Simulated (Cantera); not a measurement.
Charge: 1 mol trisilylamine, 0.4 mol NH3, 60 mol N2.

Cantera equilibrium calculation (NASA polynomials, part measured and part estimated; ideal gas, pure solids and liquids). Candidate condensed phases: Si, Si3N4; 18 gas species. The feed counts by its element totals alone. Equilibrium is a limit: real reactors are often held back by kinetics, nucleation or transport.

Stable condensed phases, one row left out:

```
T in K \ P in Pa
              5     15     45    140    410   1200   3700  11000  33000 100000
   1575       A      A      B      B      B      B      B      B      B      B
   1525       A      B      B      B      B      B      B      B      B      B
   1500       A      B      B      B      B      B      B      B      B      B
   1475       B      B      B      B      B      B      B      B      B      B
   1450       B      B      B      B      B      B      B      B      B      B
   1425       B      B      B      B      B      B      B      B      B      B
   1400       B      B      B      B      B      B      B      B      B      B
   1375       B      B      B      B      B      B      B      B      B      B
   1350       B      B      B      B      B      B      B      B      B      B
   1325       B      B      B      B      B      B      B      B      B      B
   1300       B      B      B      B      B      B      B      B      B      B
```

A: Si; B: Si3N4.

Question: Give the row for 1550 K.

Answer: 5: Si; 15: Si3N4; 45: Si3N4; 140: Si3N4; 410: Si3N4; 1200: Si3N4; 3700: Si3N4; 11000: Si3N4; 33000: Si3N4; 100000: Si3N4.
